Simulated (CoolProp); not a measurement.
Vapour-liquid equilibrium of fluoroethane (R161) (1) + R1234yf (2) at 228.6 K; x and y are mole fractions of (1).

Computed with CoolProp (multi-fluid Helmholtz-energy mixture model, Wu 2012 and Lemmon 2022; pair parameters Bell 2016).

Give the bubble pressure and the first vapour's composition at x = 0.2, 0.275, 0.35. Is there an azeotrope?

x = 0.2: 0.5600 bar, y = 0.286; x = 0.275: 0.5818 bar, y = 0.374; x = 0.35: 0.6024 bar, y = 0.454. No azeotrope shows between x = 0.05 and 0.95.

The pair parameters rest on a limited set of measurements; away from them the model extrapolates.
